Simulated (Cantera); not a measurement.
Feed: 1 mol MgF2, 5.1 mol N2.

These are equilibrium values from Cantera (NASA tables, ideal gas, pure condensed phases), not measurements of a reactor. Candidate condensed phases: Mg, MgF2; 13 gas species. Kinetics and transport are ignored.

Task: What condenses at these points (T in K, P in Pa): (1125, 400); (1425, 1.6); (1125, 0.40); (1200, 6.3); (1350, 25000)?

Result: 
| T (K) | P in Pa | condensed phases | Mg condensed (%) |
|---|---|---|---|
| 1125 | 400 | MgF2 | 100.0 |
| 1425 | 1.6 | gas only | 0.0 |
| 1125 | 0.40 | MgF2 | 99.7 |
| 1200 | 6.3 | MgF2 | 99.8 |
| 1350 | 25000 | MgF2 | 100.0 |
